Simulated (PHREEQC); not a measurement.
Solution (20 °C): 0.0088 mol CdCl2 per kg of water. Closed to the air; pH follows from the charge balance.

All values are PHREEQC results (ion-association model, wateq4f.dat), not measurements.

No solid was allowed to form.

Task: Predict the pH, ionic strength.

Result: pH 5.95; ionic strength 0.0185 mol/kgw.

Task: In which forms is Cd present?

Result: Cd+2 56 %, CdCl+ 42 %, CdCl2 1.8 % of the Cd.

Complexes and solids missing from the database can't appear.
